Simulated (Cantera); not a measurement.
**Equilibrium for abatement and gas-phase synthesis: S + O2**

Charge: 1 mol S, 4.5 mol O2, equilibrated at 3048.15 K.

Equilibrium computed with Cantera from the NASA thermochemical tables; the gas is ideal and each condensed phase is pure. Candidate condensed phases: S; 10 gas species. The ideal-gas law is rough above about 30 bar. The numbers say what is thermodynamically allowed, not how fast it happens.

From 0.0750 Torr to 225000 Torr nothing is condensed.

| P (Pa) | log p O | log p O2 | log p SO2 | log p S | log p SO | log p SO3 | log p S2 | log p O3 |
|---|---|---|---|---|---|---|---|---|
| 10 | -4.05 | -6.35 | -8.43 | -5.01 | -6.38 | -14.68 | -8.96 | -15.35 |
| 120 | -2.99 | -4.24 | -5.38 | -4.07 | -4.38 | -10.57 | -7.07 | -12.19 |
| 1400 | -2.09 | -2.42 | -3.10 | -3.60 | -3.01 | -7.38 | -6.13 | -9.47 |
| 17000 | -1.38 | -1.02 | -1.59 | -3.50 | -2.20 | -5.17 | -5.93 | -7.36 |
| 210000 | -0.79 | 0.17 | -0.38 | -3.48 | -1.59 | -3.37 | -5.89 | -5.57 |
| 2500000 | -0.24 | 1.28 | 0.73 | -3.48 | -1.03 | -1.71 | -5.88 | -3.92 |
| 30000000 | 0.31 | 2.36 | 1.82 | -3.48 | -0.49 | -0.08 | -5.88 | -2.29 |
log p: log10 of the partial pressure in bar; nothing condenses.
